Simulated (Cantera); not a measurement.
**Oxide etching and cleaning by halides: SiO2 + F2**

Input: 1 mol SiO2, 0.96 mol F2, at 0.0165 Torr.

Method: chemical equilibrium by Gibbs-energy minimisation in Cantera with the NASA 1993 tables (ideal gas, pure condensed phases). Candidate condensed phases: Si, SiO2; 17 gas species. The tables' values for SiF3, SiO2, SiF2 are old estimates; treat these amounts as uncertain. The tables hold silica as quartz up to 1696 K and as liquid above; real silica turns to tridymite and cristobalite and melts near 1996 K. Equilibrium is a limit: real reactors are often held back by kinetics, nucleation or transport.

```json
[
 {"T (°C)": "475", "x O2": "0.500", "x SiF4": "0.500", "x SiO": "<1e-12", "x O": "<1e-12", "x SiF3": "<1e-12", "x F": "<1e-12", "n SiO2(α-quartz)": "0.520", "n SiO2(β-quartz)": "0", "n SiO2(condensed)": "0"},
 {"T (°C)": "575", "x O2": "0.500", "x SiF4": "0.500", "x SiO": "<1e-12", "x O": "1.03e-10", "x SiF3": "<1e-12", "x F": "1.14e-11", "n SiO2(α-quartz)": "0", "n SiO2(β-quartz)": "0.520", "n SiO2(condensed)": "0"},
 {"T (°C)": "675", "x O2": "0.500", "x SiF4": "0.500", "x SiO": "<1e-12", "x O": "4.48e-9", "x SiF3": "2.75e-12", "x F": "5.56e-10", "n SiO2(α-quartz)": "0", "n SiO2(β-quartz)": "0.520", "n SiO2(condensed)": "0"},
 {"T (°C)": "775", "x O2": "0.500", "x SiF4": "0.500", "x SiO": "<1e-12", "x O": "9.54e-8", "x SiF3": "1.91e-10", "x F": "1.30e-8", "n SiO2(α-quartz)": "0", "n SiO2(β-quartz)": "0.520", "n SiO2(condensed)": "0"},
 {"T (°C)": "875", "x O2": "0.500", "x SiF4": "0.500", "x SiO": "<1e-12", "x O": "1.20e-6", "x SiF3": "6.28e-9", "x F": "1.75e-7", "n SiO2(α-quartz)": "0", "n SiO2(β-quartz)": "0.520", "n SiO2(condensed)": "0"},
 {"T (°C)": "975", "x O2": "0.500", "x SiF4": "0.500", "x SiO": "<1e-12", "x O": "1.00e-5", "x SiF3": "1.18e-7", "x F": "1.56e-6", "n SiO2(α-quartz)": "0", "n SiO2(β-quartz)": "0.520", "n SiO2(condensed)": "0"},
 {"T (°C)": "1075", "x O2": "0.500", "x SiF4": "0.500", "x SiO": "3.43e-11", "x O": "6.15e-5", "x SiF3": "1.42e-6", "x F": "1.01e-5", "n SiO2(α-quartz)": "0", "n SiO2(β-quartz)": "0.520", "n SiO2(condensed)": "0"},
 {"T (°C)": "1175", "x O2": "0.500", "x SiF4": "0.500", "x SiO": "4.55e-9", "x O": "0.000294", "x SiF3": "1.21e-5", "x F": "5.07e-5", "n SiO2(α-quartz)": "0", "n SiO2(β-quartz)": "0.520", "n SiO2(condensed)": "0"},
 {"T (°C)": "1275", "x O2": "0.499", "x SiF4": "0.500", "x SiO": "3.18e-7", "x O": "0.00115", "x SiF3": "7.80e-5", "x F": "0.000207", "n SiO2(α-quartz)": "0", "n SiO2(β-quartz)": "0.520", "n SiO2(condensed)": "0"},
 {"T (°C)": "1375", "x O2": "0.497", "x SiF4": "0.498", "x SiO": "1.32e-5", "x O": "0.00380", "x SiF3": "0.000399", "x F": "0.000712", "n SiO2(α-quartz)": "0", "n SiO2(β-quartz)": "0.520", "n SiO2(condensed)": "0"},
 {"T (°C)": "1475", "x O2": "0.491", "x SiF4": "0.494", "x SiO": "0.000349", "x O": "0.0109", "x SiF3": "0.00168", "x F": "0.00213", "n SiO2(α-quartz)": "0", "n SiO2(β-quartz)": "0", "n SiO2(condensed)": "0.520"},
 {"T (°C)": "1575", "x O2": "0.474", "x SiF4": "0.479", "x SiO": "0.00639", "x O": "0.0278", "x SiF3": "0.00591", "x F": "0.00564", "n SiO2(α-quartz)": "0", "n SiO2(β-quartz)": "0", "n SiO2(condensed)": "0.513"},
 {"T (°C)": "1675", "x O2": "0.423", "x SiF4": "0.392", "x SiO": "0.0898", "x O": "0.0616", "x SiF3": "0.0164", "x F": "0.0127", "n SiO2(α-quartz)": "0", "n SiO2(β-quartz)": "0", "n SiO2(condensed)": "0.408"}
]
```
x: gas mole fraction; n: condensed amount in mol.

At 475 °C the condensed part is SiO2(α-quartz). From 575 °C to 1375 °C the condensed part is SiO2(β-quartz). From 1475 °C to 1675 °C the condensed part is SiO2(condensed). The main Si-bearing gas is SiF4 throughout.
